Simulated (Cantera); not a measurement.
**Equilibrium for silicon carbide growth: SiH₂Cl₂ + C₃H₈ + H₂**

A closed system holds: 1 mol SiH₂Cl₂, 0.0048 mol C₃H₈, 26 mol H₂, at 8.80 mbar.

Method: chemical equilibrium by Gibbs-energy minimisation in Cantera with the NASA 1993 tables (ideal gas, pure condensed phases). Candidate condensed phases: C, C₆H₆, C₇H₈, C₈H₁₈, Si, SiC; 109 gas species. Mutual solubility and eutectic melting of coexisting phases are not modelled. The tables' values for SiCl, SiCl₃ are old estimates; treat these amounts as uncertain. Gases not in the tables: Si₂H₆ and higher silanes. Kinetics and transport are ignored.

| T (K) | log p H₂ | log p H | log p HCl | log p Si | n Si(s) | n SiC(s) | n Si(l) |
|---|---|---|---|---|---|---|---|
| 1150 | -2.08 | -8.17 | -3.40 | -12.70 | 0.722 | 0.0144 | 0 |
| 1250 | -2.08 | -7.36 | -3.34 | -11.08 | 0.742 | 0.0144 | 0 |
| 1350 | -2.08 | -6.66 | -3.33 | -9.70 | 0.736 | 0.0144 | 0 |
| 1450 | -2.08 | -6.07 | -3.33 | -8.51 | 0.725 | 0.0144 | 0 |
| 1550 | -2.08 | -5.54 | -3.34 | -7.48 | 0.714 | 0.0144 | 0 |
| 1650 | -2.08 | -5.08 | -3.35 | -6.57 | 0.703 | 0.0144 | 0 |
| 1750 | -2.08 | -4.68 | -3.34 | -5.82 | 0 | 0.0144 | 0.708 |
| 1850 | -2.09 | -4.31 | -3.33 | -5.19 | 0 | 0.0141 | 0.708 |
| 1950 | -2.09 | -3.99 | -3.33 | -4.62 | 0 | 0.0126 | 0.658 |
| 2050 | -2.10 | -3.69 | -3.33 | -4.11 | 0 | 0.00557 | 0.465 |
| 2150 | -2.12 | -3.43 | -3.34 | -3.69 | 0 | 0 | 0 |
| 2250 | -2.13 | -3.20 | -3.31 | -3.63 | 0 | 0 | 0 |
| 2350 | -2.16 | -2.98 | -3.31 | -3.60 | 0 | 0 | 0 |
| 2450 | -2.19 | -2.79 | -3.34 | -3.60 | 0 | 0 | 0 |
log p: log10 of the partial pressure in bar; n: condensed amount in mol.

From 1150 K to 1650 K the condensed part is Si(s) + SiC(s). From 1750 K to 2050 K the condensed part is Si(l) + SiC(s). From 2150 K to 2450 K nothing is condensed. The main Si-bearing gas is SiCl₂ at 1150 K and Si at 2450 K.
